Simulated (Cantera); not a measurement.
A closed system holds: 1 mol Cu₂O, 2400 mol H₂, 1 mol N₂, held at 1280 Torr.

Method: chemical equilibrium by Gibbs-energy minimisation in Cantera with the NASA 1993 tables (ideal gas, pure condensed phases). Candidate condensed phases: Cu, CuO, Cu(OH)₂, Cu₂O, H₂O; 27 gas species. Kinetics and transport are ignored.

log p: log10 of the partial pressure in bar; n: condensed amount in mol.

```tsv
T (°C)	log p H₂	log p H₂O	log p N₂	log p NH₃	log p H	log p Cu	log p Cu₂	n Cu(s)	n Cu(l)
475	0.23	-3.15	-3.24	-3.56	<-11	<-11	<-11	2.00	0
550	0.23	-3.15	-3.19	-3.87	-11.02	<-11	<-11	2.00	0
625	0.23	-3.15	-3.17	-4.15	-9.85	<-11	<-11	2.00	0
700	0.23	-3.15	-3.16	-4.39	-8.85	-11.29	<-11	2.00	0
775	0.23	-3.15	-3.16	-4.60	-8.00	-10.01	<-11	2.00	0
850	0.23	-3.15	-3.16	[?]	[?]	[?]	<-11	2.00	0
925	0.23	-3.15	-3.15	-4.95	-6.61	-7.93	<-11	2.00	0
1000	0.23	-3.15	-3.15	-5.09	-6.03	-7.08	-11.29	2.00	0
1075	0.23	-3.15	-3.15	-5.22	-5.52	-6.33	-10.22	2.00	0
1150	0.23	-3.15	-3.15	[?]	[?]	[?]	[?]	0	2.00
1225	0.23	-3.15	-3.15	-5.44	-4.65	-5.10	-8.51	0	1.99
```

### Question
Fill in the missing entries.

### Answer

- 850, log p NH₃: -4.78
- 850, log p H: -7.26
- 850, log p Cu: -8.90
- 1150, log p NH₃: -5.33
- 1150, log p H: -5.06
- 1150, log p Cu: -5.68
- 1150, log p Cu₂: -9.32
